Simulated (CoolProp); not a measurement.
Vapour-liquid equilibrium of R134a (1) + R152A (2) at 195.6 K; x and y are mole fractions of (1).

Computed with CoolProp (multi-fluid Helmholtz-energy mixture model, Tillner-Roth 1994 and Outcalt 1996; pair parameters Lemmon 2004).

```
x     bubble pressure, mixture model (MPa)  bubble pressure, Raoult's law (MPa)  y, mixture model  y, Raoult's law
----  ------------------------------------  -----------------------------------  ----------------  ---------------
0.05                                     …                             0.004364             0.035            0.051
0.15                                     …                             0.004377             0.118            0.154
0.25                              0.004054                             0.004389             0.217            0.255
0.35                                     …                             0.004401             0.329            0.356
0.45                              0.003966                             0.004413             0.449            0.457
0.55                              0.003985                             0.004426             0.570            0.557
0.65                                     …                             0.004438             0.687            0.656
0.75                              0.004138                             0.004450             0.793            0.755
0.85                              0.004260                             0.004462             0.887            0.853
0.95                                     …                             0.004475             0.966            0.951
```

### Question
Complete the blanks.

### Answer

- 0.05, bubble pressure, mixture model (MPa): 0.004285
- 0.15, bubble pressure, mixture model (MPa): 0.004155
- 0.35, bubble pressure, mixture model (MPa): 0.003989
- 0.65, bubble pressure, mixture model (MPa): 0.004044
- 0.95, bubble pressure, mixture model (MPa): 0.004404

The largest gap from Raoult's law is -10.1 % in bubble pressure, at x = 0.45. y crosses x between x = 0.45 and 0.55: the model has an azeotrope there.

Pair parameters are fitted to limited data, so mixtures are less certain than the pure fluids.
